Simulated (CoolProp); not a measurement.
Properties of dimethyl ether along the isobar 149 bar.

Computed with CoolProp (reference Helmholtz-energy equation of state, Wu 2011).

```csv
T (K),phase,density (kg/m³),cp (kJ/(kg K)),cv (kJ/(kg K)),speed of sound (m/s)
307.3,liquid,674.0,2.353,?,957.9
325.4,liquid,648.3,2.422,1.594,?
343.6,liquid,620.9,?,1.632,789.9
361.7,liquid,?,2.599,1.674,706.8
379.9,liquid,560.1,?,1.721,623.9
398,liquid,525.3,2.856,1.771,?
416.1,supercritical,486.3,3.029,1.826,465.5
434.3,supercritical,442.1,3.231,1.884,395.8
452.4,supercritical,393.3,3.425,?,340.4
470.6,supercritical,342.8,?,1.986,303.6
488.7,supercritical,297.2,3.414,2.019,286.3
506.9,supercritical,260.6,3.212,2.044,283.1
525,supercritical,232.9,3.032,2.067,286.9
```

Question: Fill in the missing entries.

Answer: 
- 307.3, cv (kJ/(kg K)): 1.561
- 325.4, speed of sound (m/s): 873.8
- 343.6, cp (kJ/(kg K)): 2.504
- 361.7, density (kg/m³): 591.8
- 379.9, cp (kJ/(kg K)): 2.715
- 398, speed of sound (m/s): 542.9
- 452.4, cv (kJ/(kg K)): 1.940
- 470.6, cp (kJ/(kg K)): 3.515
